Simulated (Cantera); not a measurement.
Stirred combustor or abatement burner

A perfectly stirred reactor is fed with CO : H2 : O2 : N2 = 1 : 0.25 : 0.702 : 2.64 (molar parts), at 1280 Torr; it is adiabatic with a 423 K inlet, and is followed from long to short residence time, starting on the burning branch (τ in s: 0.11, 0.059, 0.03, 0.016, 0.0081, 0.0042, 0.0022, 0.0011, 0.00057, 0.0003, 0.00015, 7.9e-05).

Computed with Cantera and GRI-Mech 3.0 (53 species, 325 reactions).

| τ (s) | T (K) | x CO | x H2 | x O2 | x CO2 | x H |
|---|---|---|---|---|---|---|
| 0.11 | 2379 | 0.0226 | 0.00100 | 0.0270 | 0.226 | 0.000396 |
| 0.059 | 2373 | 0.0236 | 0.00105 | 0.0278 | 0.225 | 0.000432 |
| 0.030 | 2359 | 0.0255 | 0.00115 | 0.0291 | 0.223 | 0.000508 |
| 0.016 | 2336 | 0.0285 | 0.00130 | 0.0309 | 0.219 | 0.000644 |
| 0.0081 | 2295 | 0.0336 | 0.00158 | 0.0337 | 0.213 | 0.000924 |
| 0.0042 | 2239 | 0.0401 | 0.00196 | 0.0369 | 0.206 | 0.00141 |
| 0.0022 | 2170 | 0.0477 | 0.00244 | 0.0405 | 0.197 | 0.00218 |
| 0.0011 | 2083 | 0.0564 | 0.00305 | 0.0445 | 0.186 | 0.00347 |
| 0.00057 | 1990 | 0.0649 | 0.00369 | 0.0484 | 0.176 | 0.00527 |
| 0.00030 | 1887 | 0.0736 | 0.00433 | 0.0525 | 0.165 | 0.00768 |
| 0.00015 | 1759 | 0.0846 | 0.00496 | 0.0579 | 0.152 | 0.0108 |
| 7.9e-5 | 1610 | 0.101 | 0.00546 | 0.0665 | 0.133 | 0.0129 |
x: mole fraction; the columns are a selection and need not sum to one.
